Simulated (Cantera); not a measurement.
## FeS + H2S + N2 (roasting and sulfation)

A closed system holds: 1 mol FeS, 0.88 mol H2S, 1.9 mol N2, held at 7.50 Torr.

These are equilibrium values from Cantera (NASA tables, ideal gas, pure condensed phases), not measurements of a reactor. Candidate condensed phases: Fe, FeS, FeS2, S; 16 gas species. FeS: taken at fixed stoichiometry. Gases not in the tables: S3 to S7. Equilibrium is a limit: real reactors are often held back by kinetics, nucleation or transport.

```
T (K)   x N2  x H2S    x H2    x S2      x SH       x S  n FeS(s)
-----  -----  -----  ------  ------  --------  --------  --------
873    0.672  0.278  0.0331  0.0166   5.20e-6  2.04e-10      1.00
923    0.667  0.259  0.0494  0.0247   1.35e-5   1.25e-9      1.00
973    0.660  0.236  0.0693  0.0346   3.13e-5   6.26e-9      1.00
1023   0.652  0.210  0.0920  0.0460   6.52e-5   2.66e-8      1.00
1073   0.644  0.182   0.116  0.0580  0.000124   9.76e-8      1.00
1123   0.635  0.154   0.140  0.0701  0.000217   3.16e-7      1.00
1173   0.628  0.128   0.163  0.0814  0.000354   9.13e-7      1.00
1223   0.621  0.104   0.183  0.0914  0.000543   2.40e-6      1.00
```
x: gas mole fraction; n: condensed amount in mol.

From 873 K to 1223 K the condensed part is FeS(s).
